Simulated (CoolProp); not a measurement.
C3F8 (R218) along the isotherm 166.85 °C: fugacity coefficient from the reference equation and from simpler models built on Tc = 71.9 °C, pc = 2.640 MPa, ω = 0.317; each cubic takes its own stable root.

The numbers come from the reference Helmholtz-energy equation of state, Lemmon 2006 in CoolProp. It is a short technical equation, of lower accuracy than the large ones.

| p (MPa) | phase | reference | van der Waals | Redlich-Kwong | Soave-Redlich-Kwong | Peng-Robinson |
|---|---|---|---|---|---|---|
| 0.471 | gas | 0.9764 | 0.9714 | 0.9709 | 0.9765 | 0.9715 |
| 0.943 | gas | 0.9531 | 0.9430 | 0.9424 | 0.9535 | 0.9439 |
| 1.41 | gas | 0.9303 | 0.9151 | 0.9149 | 0.9313 | 0.9176 |
| 1.89 | gas | 0.9073 | 0.8868 | 0.8873 | … | 0.8915 |
| 2.36 | gas | 0.8851 | 0.8594 | 0.8609 | 0.8881 | 0.8670 |
| 2.83 | supercritical | 0.8634 | 0.8322 | 0.8352 | 0.8678 | 0.8434 |
| 3.3 | supercritical | 0.8421 | 0.8054 | 0.8103 | 0.8481 | 0.8209 |
| 3.77 | supercritical | 0.8213 | 0.7789 | 0.7862 | 0.8291 | 0.7994 |
| 4.24 | supercritical | 0.8012 | 0.7530 | 0.7629 | 0.8110 | 0.7789 |
| 4.71 | supercritical | 0.7818 | 0.7277 | 0.7406 | 0.7936 | 0.7595 |
| 5.19 | supercritical | 0.7628 | 0.7031 | 0.7189 | 0.7767 | 0.7408 |
| 5.66 | supercritical | 0.7451 | 0.6804 | 0.6989 | … | 0.7235 |
| 6.13 | supercritical | … | 0.6596 | 0.6800 | 0.7464 | 0.7073 |
| 6.6 | supercritical | 0.7124 | 0.6408 | 0.6625 | 0.7326 | 0.6922 |

Task: Some entries are withheld; supply them.

Result: 
- 1.89, Soave-Redlich-Kwong: 0.9092
- 5.66, Soave-Redlich-Kwong: 0.7611
- 6.13, reference: 0.7283
